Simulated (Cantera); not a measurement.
An adiabatic, constant-pressure homogeneous reactor starts with CH4 : O2 : N2 = 0.42 : 1.43 : 5.37 (molar parts), equivalence ratio 0.59, at 1650 K and 9.87 atm.

Cantera simulation using GRI-Mech 3.0 (53 species, 325 reactions); the numbers are that mechanism's predictions, not measurements.

### Question
Predict: time of steepest temperature rise; temperature at 2.00 s; equilibrium temperature; x(O2) at 2.00 s; x(HCO) at 2.00 s; x(N2O) at 2.00 s.

### Answer
```json
{
  "time_of_steepest_temperature_rise": "43.9 µs",
  "temperature at 2.00 s": "2676 K",
  "equilibrium_temperature": "2676 K",
  "x(O2) at 2.00 s": "0.0720 (gas-phase equilibrium 0.0720)",
  "x(HCO) at 2.00 s": "4.11e-9 (gas-phase equilibrium 4.11e-9)",
  "x(N2O) at 2.00 s": "2.94e-6 (gas-phase equilibrium 2.94e-6)"
}
```
